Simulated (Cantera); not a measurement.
Mixture: CH₄ : O₂ : N₂ : CO₂ = 1 : 1.67 : 6.27 : 1.8 (molar parts), at 1.68 atm, adiabatic and at constant pressure. Ignition delay is the time to a rise of 400 K.

Detailed kinetics in Cantera: GRI-Mech 3.0 (53 species, 325 reactions).

**Question.** What does this change do: constant volume in place of constant pressure?

**Answer.** 
```json
[
 {"quantity": "delay at 1123 K", "before": "0.126 s", "after": "0.121 s"},
 {"quantity": "delay at 1223 K", "before": "31.0 ms", "after": "29.5 ms"},
 {"quantity": "delay at 1323 K", "before": "8.62 ms", "after": "8.15 ms"},
 {"quantity": "delay at 1423 K", "before": "2.65 ms", "after": "2.49 ms"},
 {"quantity": "delay at 1523 K", "before": "0.901 ms", "after": "0.846 ms"},
 {"quantity": "apparent activation energy between 1473 and 1573 K", "before": "200 kJ/mol", "after": "200 kJ/mol"}
]
```

**Question.** What does this change do: N2 6.27 to 14 parts?

**Answer.** 
```csv
quantity,before,after
delay at 1123 K,0.126 s,0.245 s
delay at 1223 K,31.0 ms,61.4 ms
delay at 1323 K,8.62 ms,17.0 ms
delay at 1423 K,2.65 ms,5.06 ms
delay at 1523 K,0.901 ms,1.63 ms
apparent activation energy between 1473 and 1573 K,200 kJ/mol,210 kJ/mol
```
